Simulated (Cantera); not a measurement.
A closed system holds: 1 mol Si2H6, 0.1 mol O2, held at 1198 K and 133 Pa.

Cantera equilibrium calculation (NASA polynomials, part measured and part estimated; ideal gas, pure solids and liquids). Candidate condensed phases: H2O, Si, SiO2; 18 gas species. The feed counts by its element totals alone. Mutual solubility and eutectic melting of coexisting phases are not modelled. The tables hold silica as quartz up to 1696 K and as liquid above; real silica turns to tridymite and cristobalite and melts near 1996 K. The numbers say what is thermodynamically allowed, not how fast it happens.

Base state: H2 1.000, SiO 0.000380 (mole fractions); condensed: Si(s) + SiO2(β-quartz).

What changes in the equilibrium state with this change: temperature from 1198 K to 1398 K?


| species | before | after |
|---|---|---|
| H2 | 1.000 | 0.947 |
| SiO | 0.000380 | 0.0527 |
| H | 5.21e-6 | 0.000126 |
| Si(s), mol | 1.90 | 1.82 |
| SiO2(β-quartz), mol | 0.0994 | 0.0165 |
